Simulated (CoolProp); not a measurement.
The fluid at 502.96 K and 1.71 MPa flows at 3 m/s in a round tube of 1 mm bore and 1.5 µm roughness, fully developed (64/Re and Nu = 3.66 if laminar; Colebrook and Gnielinski if turbulent). The same conditions are run with several fluids, on thermodynamics alone (safety and materials aside).

Model: reference Helmholtz-energy equation of state of each fluid (sulfur hexafluoride: Guder 2009; propane: Lemmon 2009; n-butane: Bücker 2006; isobutane: Bücker 2006; nitrogen: Span 2000), in CoolProp.

```json
[
 {"fluid": "sulfur hexafluoride", "Reynolds number": "7500", "Darcy friction factor": "[?]", "pressure drop (Pa/m)": "9750", "heat-transfer coefficient (W/(m² K))": "746", "mass flow (kg/h)": "0.520"},
 {"fluid": "propane", "Reynolds number": "4140", "Darcy friction factor": "0.0410", "pressure drop (Pa/m)": "3500", "heat-transfer coefficient (W/(m² K))": "698", "mass flow (kg/h)": "[?]"},
 {"fluid": "n-butane", "Reynolds number": "6130", "Darcy friction factor": "0.0371", "pressure drop (Pa/m)": "[?]", "heat-transfer coefficient (W/(m² K))": "957", "mass flow (kg/h)": "[?]"},
 {"fluid": "isobutane", "Reynolds number": "6090", "Darcy friction factor": "0.0371", "pressure drop (Pa/m)": "4320", "heat-transfer coefficient (W/(m² K))": "950", "mass flow (kg/h)": "0.219"},
 {"fluid": "nitrogen", "Reynolds number": "1300", "Darcy friction factor": "[?]", "pressure drop (Pa/m)": "[?]", "heat-transfer coefficient (W/(m² K))": "145", "mass flow (kg/h)": "0.0965"}
]
```

Problem. Some entries are withheld; supply them.

Solution. 
- sulfur hexafluoride, Darcy friction factor: 0.0353
- propane, mass flow (kg/h): 0.161
- n-butane, pressure drop (Pa/m): 4350
- n-butane, mass flow (kg/h): 0.221
- nitrogen, Darcy friction factor: 0.0493
- nitrogen, pressure drop (Pa/m): 2520

Transport values come from each fluid's own correlations.
